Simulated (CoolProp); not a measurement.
Values from CoolProp's reference Helmholtz-energy equation of state, Zhou 2016.

### Question
Give the vapour pressure (kPa), liquid density (kg/m³), vapour density (kg/m³), enthalpy of vaporisation (kJ/kg) of saturated R245ca at 237 K.

### Answer
```json
[
 {"T (K)": "237", "p (kPa)": "4.27", "liquid density (kg/m³)": "1530", "vapour density (kg/m³)": "0.291", "enthalpy of vaporisation (kJ/kg)": "239"}
]
```
